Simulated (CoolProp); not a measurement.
The fluid at 293.15 K and 2.91 MPa is throttled through a valve to 0.874 MPa with no heat exchange. The same conditions are run with several fluids, on thermodynamics alone (safety and materials aside).

Values from CoolProp's reference Helmholtz-energy equation of state of each fluid (hydrogen chloride: Thol 2018; C2F6 (R116): Lemmon 2006; nitrogen: Span 2000; carbon dioxide: Span 1996; dry air: Lemmon 2000). Blends and air are pseudo-pure fits.

```tsv
fluid	temperature change (K)	final density (kg/m³)
hydrogen chloride	?	?
C2F6 (R116)	?	68.5
nitrogen	-4.3	10.2
carbon dioxide	-26.5	18.6
dry air	?	10.6
```

Problem. Fill in the missing entries.

Solution. 
- hydrogen chloride, temperature change (K): -37.0
- hydrogen chloride, final density (kg/m³): 16.5
- C2F6 (R116), temperature change (K): -36.3
- dry air, temperature change (K): -4.6
